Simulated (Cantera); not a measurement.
Reactions in the system Cr-N-O

Standard-state values (1 bar) from the NASA 1993 polynomials, evaluated with Cantera. Values are per mole of reaction as written; species without (g) are pure solids or liquids, kept so even where they would boil at 1 bar.

3 Cr2N + NO2(g) ⇌ 6 Cr + 2 N2O(g)

```
T (K)  ΔH° (kJ)  ΔS° (J/K)  ΔG° (kJ)  log10 K
-----  --------  ---------  --------  -------
625       498.4      130.7     416.7   -34.83
675       497.3      129.0     410.2   -31.75
725       496.2      127.4     403.8   -29.10
775       495.0      125.8     397.5   -26.79
825       493.9      124.4     391.3   -24.77
875       492.7      123.0     385.1   -22.99
925       491.5      121.7     379.0   -21.40
975       490.3      120.4     372.9   -19.98
```
